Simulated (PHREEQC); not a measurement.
A solution holds 0.012 mol/kgw FeCl3, 0.001 mol/kgw CaCl2, 0.00017 mol/kgw NaF and 0.2 mol/kgw Na2SO4, at 25 °C. It is in equilibrium with CO2 at log p = 0 (atm). Otherwise closed; pH follows from the charge balance.

Model: ion-association model, phreeqc.dat, run in PHREEQC.

This is a speciation only: nothing precipitates in the calculation.

### Question
What pH does the model give?

### Answer
pH 3.36.

### Question
In which forms is Fe present?

### Answer
FeSO4+ 52 %, Fe(SO4)2- 29 %, FeOH+2 8.1 %, Fe2(OH)2+4 2.8 %, Fe3(OH)4+5 2.2 %, Fe(OH)2+ 1.9 % of the Fe.

Examples of supersaturated solids here: Fe(OH)3(a), Hematite (slow to form). Others may be too. Species that the database lacks are ignored. Fluoro complexes past AlF4- and FeF3 are missing from the database.
